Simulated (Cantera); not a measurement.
Cantera run:

```python
import numpy as np
import cantera as ct

gas_names = """
    Cs CsO CsOH Cs2 Cs2O Cs2O2H2 H HO2 H2 H2O H2O2 O OH O2 O3
""".split()
cond_names = """
    Cs(cr) Cs(L) CsOH(a) CsOH(b) CsOH(c) CsOH(L) H2O(s) H2O(L)
""".split()


# ... load() reads the species with a 1 bar reference pressure and builds the phases ...
atoms = {
    'CsOH': {'Cs': 1, 'O': 1, 'H': 1},
    'H2O': {'H': 2, 'O': 1},
}
top_T = {}  # K; cautious upper limits of use, not melting points


# ... equilibrate(T, P, feed) seeds the gas with the atoms and calls Mixture.equilibrate('TP', solver="vcs", rtol=1e-11, max_steps=5000) ...
results = []
feed = {'CsOH': 1, 'H2O': 5.2}  # mol
P = 94  # Pa
for T in [1025, 1075, 1125, 1175, 1225, 1275, 1325, 1375, 1425]:
    mix = equilibrate(T, P, feed)
    results.append((T, P, feed, dict(zip(mix.species_names, mix.species_moles))))

top = {s: max(r[3][s] / sum(r[3][g] for g in gas_names) for r in results) for s in gas_names}
cols = sorted((s for s in top if top[s] > 0.0001), key=lambda s: -top[s])[:7]
seen = [c for c in cond_names if any(r[3].get(c, 0) > 1e-12 for r in results)]
print("log10 of partial pressures in bar; condensed amounts in mol")
print(f"{'T/K':>10s}" + "".join(f"{s[:9]:>10s}" for s in cols + seen))
for T, P, feed, n in results:
    ng = sum(n[g] for g in gas_names)
    print(f"{T:10.4g}" + "".join(f"{np.log10(max(n[s] / ng * P / 1e5, 1e-99)):10.3f}" for s in cols)
          + "".join(f"{n.get(c, 0):10.4g}" for c in seen))
```

Result:

```
log10 of partial pressures in bar; condensed amounts in mol
       T/K       H2O      CsOH        Cs        O2        H2        OH
      1025    -3.103    -3.820    -7.827    -8.327    -8.682    -9.696
      1075    -3.103    -3.820    -7.427    -7.930    -8.293    -9.212
      1125    -3.103    -3.820    -7.062    -7.568    -7.937    -8.770
      1175    -3.103    -3.820    -6.730    -7.238    -7.611    -8.366
      1225    -3.103    -3.821    -6.425    -6.936    -7.310    -7.995
      1275    -3.103    -3.822    -6.144    -6.657    -7.033    -7.654
      1325    -3.104    -3.824    -5.886    -6.401    -6.775    -7.338
      1375    -3.104    -3.827    -5.648    -6.164    -6.536    -7.046
      1425    -3.104    -3.832    -5.429    -5.946    -6.313    -6.774
```

Equilibrium computed with Cantera from the NASA thermochemical tables; the gas is ideal and each condensed phase is pure.
